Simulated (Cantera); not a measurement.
Cantera with NASA thermochemical tables; ideal gases at 1 bar, condensed phases pure. Values are per mole of reaction as written; species without (g) are pure solids or liquids, kept so even where they would boil at 1 bar.

### Question
Between 300 and 1450 K, where is each reaction favourable under standard conditions?
- NH3(g) + 3 CsCl ⇌ 3 Cs(g) + 3 HCl(g) + N(g)

### Answer
- NH3(g) + 3 CsCl ⇌ 3 Cs(g) + 3 HCl(g) + N(g): ΔG° is 1576 kJ at 300 K and 816 kJ at 1450 K; it stays positive (K < 1). ΔH° is 1650 kJ and ΔS° 575 J/K at 1450 K.
